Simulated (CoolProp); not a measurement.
Vapour-liquid equilibrium of hexamethyldisiloxane (MM) (1) + toluene (2) at 0.438 MPa; x and y are mole fractions of (1).

The numbers come from the multi-fluid Helmholtz-energy mixture model, Thol 2016 and Lemmon 2006; pair parameters Bell 2016 in CoolProp.

| x | bubble temperature (K) | y at the bubble point | dew temperature at overall composition x (K) | liquid density (mol/L) |
|---|---|---|---|---|
| 0.05 | 443.8 | 0.067 | 444.0 | 7.386 |
| 0.15 | 441.8 | 0.192 | 442.5 | 6.770 |
| 0.25 | 440.1 | 0.305 | 440.9 | 6.229 |
| 0.35 | 438.6 | 0.409 | 439.4 | 5.750 |
| 0.45 | 437.3 | 0.505 | 438.0 | 5.326 |
| 0.55 | 436.2 | 0.596 | 436.7 | 4.946 |
| 0.65 | 435.3 | 0.684 | 435.6 | 4.606 |
| 0.75 | 434.6 | 0.771 | 434.7 | 4.300 |
| 0.85 | 434.1 | 0.859 | 434.1 | 4.023 |
| 0.95 | 433.8 | 0.951 | 433.8 | 3.773 |

No azeotrope shows between x = 0.05 and 0.95.

Pair parameters are fitted to limited data, so mixtures are less certain than the pure fluids.
